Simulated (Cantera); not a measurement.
Charge: 1 mol Ta, 0.78 mol CH4, 1.7 mol H2, 8.7 mol O2, held at 0.310 bar.

Method: chemical equilibrium by Gibbs-energy minimisation in Cantera with the NASA 1993 tables (ideal gas, pure condensed phases). Candidate condensed phases: C, C6H6, C7H8, C8H18, H2O, Ta, TaC, Ta2O5; 113 gas species. Kinetics and transport are ignored. All values below are at 2248 K.

Base state: O2 0.544, H2O 0.345, CO2 0.0834, OH 0.0190, O 0.00483, CO 0.00169, H2 0.00128, H 0.000473 (mole fractions); condensed: Ta2O5(l).

**Question.** What changes in the equilibrium state with this change: H2 from 1.7 to 3.3 mol?

**Answer.** 
| species | before | after |
|---|---|---|
| H2O | 0.345 | 0.474 |
| O2 | 0.544 | 0.420 |
| CO2 | 0.0834 | 0.0764 |
| OH | 0.0190 | 0.0209 |
| H2 | 0.00128 | 0.00201 |
| H | 0.000473 | 0.000592 |
| O | 0.00483 | 0.00424 |
| CO | 0.00169 | 0.00176 |
| Ta2O5(l), mol | 0.500 | 0.500 |
